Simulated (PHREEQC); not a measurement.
A column of 1 m (30 cells, dispersivity 0.05 m, 720 s a shift, diffusion coefficient 3e-10 m²/s) holds 0.11 eq of the database's cation exchanger X per kg of pore water, first in equilibrium with 0.024 mol/kgw CuCl2, 0.015 mol/kgw ZnCl2 and 1e-05 mol/kgw HCl. It is flushed with 0.00051 mol/kgw BaCl2, 0.027 mol/kgw CuCl2, 0.00044 mol/kgw ZnCl2 and 1e-05 mol/kgw HCl, at 40 °C. Values are for the last cell. No CO2 enters from the air. No solid was allowed to form.

Base run: PHREEQC, ion-association model, phreeqc.dat. Each further column changes one thing. The table gives Ba in solution (mol/kgw).

```
pore volumes      base  exchange capacity from 0.11 to 0.055 eq/kgw  dispersivity from 0.05 to 0.1 m
------------  --------  -------------------------------------------  -------------------------------
0                    0                                            0                                0
0.4167               0                                     2.05e-12                         3.62e-12
1.017          2.94e-9                                      8.70e-7                          2.05e-7
1.417          1.12e-7                                      9.19e-6                          2.06e-6
1.817          1.09e-6                                      3.59e-5                          8.31e-6
2.417          9.05e-6                                     0.000116                          3.05e-5
2.817          2.24e-5                                     0.000186                          5.40e-5
3.217          4.35e-5                                     0.000258                          8.31e-5
3.617          7.23e-5                                     0.000322                         0.000116
4.217         0.000127                                     0.000398                         0.000168
4.617         0.000168                                     0.000434                         0.000204
5.017         0.000210                                     0.000459                         0.000238
5.617         0.000272                                     0.000483                         0.000285
6.017         0.000309                                     0.000493                         0.000314
```

At this temperature some constants are extrapolated from 25 °C, and those without enthalpy data are left unchanged.
